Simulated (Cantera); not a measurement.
An isothermal, constant-pressure homogeneous reactor starts with 0.596 % CO, 1.56 % O2, 0.0528 % H2O, 97.8 % N2, at 1450 K and 100000 Pa.

Cantera simulation using GRI-Mech 3.0 (53 species, 325 reactions); the numbers are that mechanism's predictions, not measurements.

x: mole fraction; the columns are a selection and need not sum to one.

```
t (s)        x CO    x O2     x H2O      x H2      x OH     x NO2     x HO2
--------  -------  ------  --------  --------  --------  --------  --------
1.00e-5   0.00596  0.0156  0.000528    <1e-12  1.00e-11    <1e-12  6.35e-12
3.59e-5   0.00596  0.0156  0.000528    <1e-12  6.79e-11    <1e-12  2.21e-11
0.000129  0.00596  0.0156  0.000528  2.21e-12  6.39e-10    <1e-12  8.33e-11
0.000464  0.00596  0.0156  0.000528  1.07e-10   7.77e-9    <1e-12  7.64e-10
0.00167   0.00596  0.0156  0.000528   1.13e-8   3.38e-7    <1e-12   4.04e-8
0.00599   0.00356  0.0140  0.000412   1.35e-5   8.79e-5  7.10e-10   1.32e-6
0.0215          ?  0.0128  0.000504         ?         ?         ?         ?
0.0774    2.30e-5  0.0127  0.000523   2.37e-7   1.22e-5   2.01e-8   9.13e-8
0.278           ?  0.0127  0.000527         ?         ?         ?         ?
1.00      2.02e-7  0.0127  0.000529   6.29e-9   2.13e-6   6.18e-9   1.69e-9
```

Task: Some entries are withheld; supply them.

Result: 
- 0.0215, x CO: 0.000304
- 0.0215, x H2: 2.64e-6
- 0.0215, x OH: 3.86e-5
- 0.0215, x NO2: 9.53e-9
- 0.0215, x HO2: 5.50e-7
- 0.278, x CO: 1.62e-6
- 0.278, x H2: 2.86e-8
- 0.278, x OH: 4.45e-6
- 0.278, x NO2: 1.40e-8
- 0.278, x HO2: 9.77e-9
